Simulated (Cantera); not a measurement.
**Reactions in the system H-N-O-V**

Standard-state values (1 bar) from the NASA 1993 polynomials, evaluated with Cantera. Values are per mole of reaction as written; species without (g) are pure solids or liquids, kept so even where they would boil at 1 bar. VN: taken at fixed stoichiometry.

V₂O₄ + 2 NH₃(g) → 2 H(g) + 2 H₂O₂(g) + 2 VN

| T (K) | ΔH° (kJ) | ΔS° (J/K) | ΔG° (kJ) | log10 K | condensed phases |
|---|---|---|---|---|---|
| 300 | 1248.2 | 284.1 | 1163.0 | -202.48 | V₂O₄(s), VN(s) |
| 1248 | 1242.8 | 265.5 | 911.5 | -38.15 | V₂O₄(s), VN(s) |
| 1348 | 1242.5 | 265.2 | 885.0 | -34.29 | V₂O₄(s), VN(s) |
| 1448 | 1242.2 | 265.0 | 858.5 | -30.97 | V₂O₄(s), VN(s) |
| 1548 | 1241.7 | 264.7 | 832.0 | -28.07 | V₂O₄(s), VN(s) |
| 1648 | 1241.2 | 264.3 | 805.6 | -25.53 | V₂O₄(s), VN(s) |
| 1748 | 1240.6 | 264.0 | 779.1 | -23.28 | V₂O₄(s), VN(s) |
| 1848 | 1126.8 | 201.3 | 754.7 | -21.33 | V₂O₄(l), VN(s) |
| 1948 | 1122.6 | 199.2 | 734.7 | -19.70 | V₂O₄(l), VN(s) |
| 2048 | 1118.6 | 197.1 | 714.8 | -18.23 | V₂O₄(l), VN(s) |
| 2148 | 1114.7 | 195.3 | 695.2 | -16.91 | V₂O₄(l), VN(s) |
